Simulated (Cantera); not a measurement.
# SiH₂Cl₂ + N₂O + N₂ (silicon oxide and oxynitride deposition)

Input: 1 mol SiH₂Cl₂, 0.77 mol N₂O, 100 mol N₂, equilibrated at 1498 K and 340 Pa.

Equilibrium computed with Cantera from the NASA thermochemical tables; the gas is ideal and each condensed phase is pure. Candidate condensed phases: H₂O, NH₄Cl, Si, SiO₂, Si₂N₂O, Si₃N₄; 47 gas species. Mutual solubility and eutectic melting of coexisting phases are not modelled. The tables' values for SiCl₃ are old estimates; treat these amounts as uncertain. The tables hold silica as quartz up to 1696 K and as liquid above; real silica turns to tridymite and cristobalite and melts near 1996 K. Kinetics and transport are ignored.

* **x(N₂)**: 0.976
* **x(HCl)**: 0.0174
* **x(SiO)**: 0.00416
* **x(H₂)**: 0.000985
* **x(SiCl₂)**: 0.000793
* **x(Cl)**: 0.000132
* **x(SiCl₃)**: 6.48e-5
* **x(SiCl₄)**: 1.69e-5
* **x(H)**: 9.25e-6
* **n(SiO₂(β-quartz))**: 0.0673 mol
* **n(Si₂N₂O(s))**: 0.207 mol
* **gas amount**: 103.0 mol
* **log10 activity of Si(s) (absent)**: -3.10
